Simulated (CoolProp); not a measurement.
Values from CoolProp's reference Helmholtz-energy equation of state, Akasaka 2015.

Give the vapour pressure (kPa), liquid cp (kJ/(kg K)), liquid viscosity (µPa s), vapour viscosity (µPa s) of saturated R245fa at 88.65 °C.


```tsv
T (°C)	p (kPa)	liquid cp (kJ/(kg K))	liquid viscosity (µPa s)	vapour viscosity (µPa s)
88.65	974	1.53	190	14.8
```

Viscosity comes from a separate model (Bell 2016), an estimate that may be off by 10 % or more.
